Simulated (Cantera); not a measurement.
A closed system holds: 1 mol C₃H₈, 0.92 mol H₂O, 0.25 mol N₂, at 0.00240 bar.

Cantera equilibrium calculation (NASA polynomials, part measured and part estimated; ideal gas, pure solids and liquids). Candidate condensed phases: C, C₆H₆, C₇H₈, C₈H₁₈, H₂O; 136 gas species. The numbers say what is thermodynamically allowed, not how fast it happens. All values below are at 2350 K.

Base state: H₂ 0.619, H 0.200, CO 0.136, N₂ 0.0331, HCN 0.00681, C₂H₂ (acetylene) 0.00342, HNC 0.000663, CN 0.000102 (mole fractions); condensed: C(graphite).

Problem. What changes in the equilibrium state with this change: pressure from 0.00240 bar to 0.000990 bar?

Solution. 
```
species            before    after
----------------  -------  -------
H₂                  0.619    0.538
H                   0.200    0.291
CO                  0.136    0.129
N₂                 0.0331   0.0316
C                 7.72e-6  1.87e-5
C₃                1.72e-5  4.17e-5
C(graphite), mol     1.98     1.99
```

Problem. What changes in the equilibrium state with this change: C₃H₈ replaced by CO?

Solution. 
```
species             before    after
----------------  --------  -------
CO                   0.136    0.318
H₂O                7.31e-9    0.217
H₂                   0.619    0.114
CO₂                  <1e-9    0.105
OH                   <1e-9   0.0282
O                    <1e-9   0.0143
O₂                   <1e-9   0.0113
N₂                  0.0331    0.105
H                    0.200   0.0861
HCN                0.00681    <1e-9
C₂H₂ (acetylene)   0.00342    <1e-9
NO                   <1e-9  0.00147
HNC               0.000663    <1e-9
C(graphite), mol      1.98        0
```
